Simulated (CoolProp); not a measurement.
n-perfluorohexane at 293.15 K and 0.00494 MPa is compressed adiabatically to 0.0342 MPa with isentropic efficiency 0.6. Each further row changes one setting.

Model: reference Helmholtz-energy equation of state, Gao 2022, in CoolProp.

| case | work (kJ/kg) | final temperature (K) | final density (kg/m³) |
|---|---|---|---|
| as stated | 23.7 | … | … |
| efficiency 1 | … | 311.1 | 4.58 |
| efficiency 0.65 | … | 320.2 | … |

**Question.** What belongs in the gaps?

**Answer.** 
- as stated, final temperature (K): 322.3
- as stated, final density (kg/m³): 4.41
- efficiency 1, work (kJ/kg): 14.2
- efficiency 0.65, work (kJ/kg): 21.9
- efficiency 0.65, final density (kg/m³): 4.44
